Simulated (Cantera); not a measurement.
An isothermal, constant-pressure homogeneous reactor starts with 15.2 % CH4, 84.8 % H2, at 1898 K and 0.0133 bar.

Detailed kinetics in Cantera: GRI-Mech 3.0 (53 species, 325 reactions). GRI-Mech 3.0 stops at C3 and has no aromatics, soot or wall deposition, so with more carbon than oxygen in the feed, carbon stays in small species such as C2H2 where larger ones or solid carbon would form. Radical loss at walls, strong at low pressure, is not modelled.

x: mole fraction; the columns are a selection and need not sum to one.

```csv
t (s),x CH4,x H2,x C2H,x C2H4,x H
0.000400,0.151,0.848,<1e-12,1.11e-6,…
0.000985,0.150,0.848,4.28e-12,1.68e-5,…
0.00243,0.148,0.848,5.34e-10,0.000216,…
0.00598,0.138,0.852,5.06e-8,0.00148,…
0.0147,0.0984,0.873,7.51e-7,0.00161,…
0.0363,0.0507,0.901,1.89e-6,0.000494,…
0.0894,0.0197,0.918,3.01e-6,0.000101,…
0.220,0.00587,0.926,4.22e-6,2.14e-5,…
0.543,0.00151,0.928,5.36e-6,1.11e-5,…
1.34,0.000433,0.928,5.91e-6,1.00e-5,0.00648
3.30,0.000164,0.928,6.00e-6,9.91e-6,0.00656
8.12,9.60e-5,0.928,6.01e-6,9.90e-6,0.00657
20.0,8.84e-5,0.928,6.01e-6,9.90e-6,0.00657
```

**Question.** Some entries are withheld; supply them.

**Answer.** 
- 0.000400, x H: 0.000114
- 0.000985, x H: 0.000278
- 0.00243, x H: 0.000692
- 0.00598, x H: 0.00168
- 0.0147, x H: 0.00272
- 0.0363, x H: 0.00316
- 0.0894, x H: 0.00379
- 0.220, x H: 0.00480
- 0.543, x H: 0.00593
